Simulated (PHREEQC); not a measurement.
# Metal-bearing waste water: speciation

Make-up at 52 °C: 0.062 mol/kgw ZnSO4 and 0.0068 mol/kgw NiCl2. Closed to the air; pH follows from the charge balance.

The numbers come from PHREEQC with the ion-association model, wateq4f.dat.

This is a speciation only: nothing precipitates in the calculation.

Question: Estimate the pH, ionic strength.

Answer: pH 5.24; ionic strength 0.139 mol/kgw.

Question: In which forms is Cl present?

Answer: Cl- 92 %, ZnCl+ 8.0 % of the Cl.

Complexes and solids missing from the database can't appear. At this temperature some constants are extrapolated from 25 °C, and those without enthalpy data are left unchanged.
